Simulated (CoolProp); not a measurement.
Computed with CoolProp (reference Helmholtz-energy equation of state, Lemmon 2006). It is a short technical equation, of lower accuracy than the large ones.

Task: For acetone, give the phase and the cv (kJ/(kg K)), speed of sound (m/s), Joule-Thomson coefficient (K/MPa) at 124.85 °C and 0.0742 MPa.

Result: 
- 124.85 °C and 0.0742 MPa: gas; cv 1.46, speed of sound 247, Joule-Thomson coefficient 30.8
